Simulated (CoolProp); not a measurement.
Saturation properties of C2F6 (R116).

The numbers come from the reference Helmholtz-energy equation of state, Lemmon 2006 in CoolProp. It is a short technical equation, of lower accuracy than the large ones.

```csv
T (°C),p (kPa),liquid density (kg/m³),enthalpy of vaporisation (kJ/kg),liquid cp (kJ/(kg K)),liquid conductivity (mW/(m K))
-92.95,42.20,1669,123.1,0.9075,82.2
-85.55,66.61,1637,120.1,0.9239,79.1
-78.15,101.0,1605,117.0,0.9417,76.1
-70.75,147.9,1572,113.7,0.9609,73.2
-63.35,210.0,1538,110.3,0.9819,70.2
-55.95,290.3,1502,106.5,1.005,67.3
-48.55,392.0,1464,102.6,1.031,64.4
-41.15,518.2,1425,98.27,1.060,61.5
-33.85,670.4,1383,93.64,1.094,58.6
-26.45,856.1,1338,88.47,1.136,55.6
```

It boils at -78.1 °C under 1 atm.

Thermal conductivity comes from a separate model (Huber 2003), an estimate that may be off by 10 % or more.
